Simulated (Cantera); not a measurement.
A closed system holds: 1 mol Fe3O4, 0.32 mol CH4, 0.013 mol CO, held at 0.000330 bar.

Equilibrium computed with Cantera from the NASA thermochemical tables; the gas is ideal and each condensed phase is pure. Candidate condensed phases: C, C6H6, C7H8, C8H18, Fe, Fe(CO)5, FeO, Fe(OH)2, Fe(OH)3, Fe2O3, Fe3O4, H2O; 114 gas species. The tables' stoichiometric FeO is somewhat more stable than real wüstite, so its field is too wide. FeO: taken at fixed stoichiometry. Kinetics and transport are ignored.

**Question.** Which condensed phases are stable at each of these points (T (°C)): 1000, 1100, 1200, 1300, 1400, 1500, 1600?

**Answer.** 
```
T (°C)  condensed phases  Fe condensed (%)
------  ----------------  ----------------
1000              FeO(s)             100.0
1100              FeO(s)             100.0
1200              FeO(s)             100.0
1300              FeO(s)             100.0
1400              FeO(l)              99.9
1500              FeO(l)              99.8
1600              FeO(l)              99.2
```

From 1000 °C to 1300 °C the condensed part is FeO(s). From 1400 °C to 1600 °C the condensed part is FeO(l).
